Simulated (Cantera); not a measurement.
Cantera run:

```python
import numpy as np
import cantera as ct

gas_names = [...]  # 110 gases of nasa_gas.yaml made of C, H, O
cond_names = """
    C(gr) C6H6(L) C7H8(L) C8H18(L),n-octa H2O(s) H2O(L)
""".split()


# ... load() reads the species with a 1 bar reference pressure and builds the phases ...
atoms = {
    'C3H8': {'C': 3, 'H': 8},
    'O2': {'O': 2},
    'H2': {'H': 2},
}
top_T = {'C(gr)': 4500}  # K; cautious upper limits of use, not melting points


# ... equilibrate(T, P, feed) seeds the gas with the atoms and calls Mixture.equilibrate('TP', solver="vcs", rtol=1e-11, max_steps=5000) ...
results = []
feed = {'C3H8': 1, 'O2': 1.4, 'H2': 8.8}  # mol
P = 8500  # Pa
for T in [1525, 1625, 1725, 1825, 1925, 2025, 2125, 2225, 2325, 2425, 2525]:
    mix = equilibrate(T, P, feed)
    results.append((T, P, feed, dict(zip(mix.species_names, mix.species_moles))))

top = {s: max(r[3][s] / sum(r[3][g] for g in gas_names) for r in results) for s in gas_names}
cols = sorted((s for s in top if top[s] > 0.001), key=lambda s: -top[s])[:5]
seen = [c for c in cond_names if any(r[3].get(c, 0) > 1e-12 for r in results)]
print("log10 of partial pressures in bar; condensed amounts in mol")
print(f"{'T/K':>10s}" + "".join(f"{s[:9]:>10s}" for s in cols + seen))
for T, P, feed, n in results:
    ng = sum(n[g] for g in gas_names)
    print(f"{T:10.4g}" + "".join(f"{np.log10(max(n[s] / ng * P / 1e5, 1e-99)):10.3f}" for s in cols)
          + "".join(f"{n.get(c, 0):10.4g}" for c in seen))
```

Result:

```
log10 of partial pressures in bar; condensed amounts in mol
       T/K        H2        CO         H C2H2,acet     C(gr)
      1525    -1.157    -1.817    -5.204    -6.074     0.198
      1625    -1.157    -1.817    -4.730    -5.606    0.1979
      1725    -1.157    -1.817    -4.310    -5.192    0.1968
      1825    -1.157    -1.817    -3.935    -4.825    0.1939
      1925    -1.158    -1.817    -3.599    -4.497    0.1878
      2025    -1.160    -1.818    -3.296    -4.203    0.1765
      2125    -1.163    -1.819    -3.021    -3.938     0.157
      2225    -1.167    -1.821    -2.772    -3.700    0.1255
      2325    -1.175    -1.824    -2.546    -3.486   0.07689
      2425    -1.187    -1.828    -2.341    -3.294  0.005714
      2525    -1.202    -1.835    -2.153    -3.290         0
```

Cantera equilibrium calculation (NASA polynomials, part measured and part estimated; ideal gas, pure solids and liquids).
